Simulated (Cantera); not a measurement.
# Calcination and drying: CaCO₃ + H₂O + O₂

Input: 1 mol CaCO₃, 0.14 mol H₂O, 1 mol O₂, equilibrated at 727 °C and 29.0 mbar.

Method: chemical equilibrium by Gibbs-energy minimisation in Cantera with the NASA 1993 tables (ideal gas, pure condensed phases). Candidate condensed phases: C, C₆H₆, C₇H₈, C₈H₁₈, Ca, CaCO₃, CaO, Ca(OH)₂, H₂O; 115 gas species. Rates play no part.

The x(CO₂) is 0.467 and the x(O₂) comes out as 0.467. The x(H₂O) is 0.0654 and the n(CaO(s)) comes out as 1.00 mol. The gas amount is 2.140 mol and the log10 activity of Ca(OH)₂(s) (absent) comes out as -4.04. The log10 activity of C(graphite) (absent) is -20.68. The log10 activity of Ca(s) (absent) comes out as -26.74.
